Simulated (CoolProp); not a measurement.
R123 along the isotherm 110.55 °C: Z from the reference equation and from simpler models built on Tc = 183.7 °C, pc = 3662 kPa, ω = 0.282; each cubic takes its own stable root.

The numbers come from the reference Helmholtz-energy equation of state, Younglove 1994 in CoolProp. It is a modified Benedict-Webb-Rubin equation, recast in Helmholtz form.

| p (kPa) | phase | reference |
|---|---|---|
| 3050 | liquid | 0.1190 |
| 6100 | liquid | 0.2336 |
| 9150 | liquid | 0.3450 |
| 12200 | liquid | 0.4538 |
| 15300 | liquid | 0.5624 |
| 18300 | liquid | 0.6657 |
| 21400 | liquid | 0.7709 |
| 24400 | liquid | 0.8714 |
| 27500 | liquid | 0.9740 |
| 30500 | liquid | 1.072 |
| 33600 | liquid | 1.173 |
| 36600 | liquid | 1.269 |

How far does each simpler model (van der Waals, Redlich-Kwong, Soave-Redlich-Kwong) lie from the reference over these 12 states: mean and median of the absolute difference, and the worst?


- van der Waals: mean 50.5 %, median 48.4 %, worst +63.5 % at 110.55 °C and 3050 kPa
- Redlich-Kwong: mean 10.7 %, median 9.6 %, worst +18.2 % at 110.55 °C and 3050 kPa
- Soave-Redlich-Kwong: mean 8.1 %, median 7.4 %, worst +12.4 % at 110.55 °C and 3050 kPa
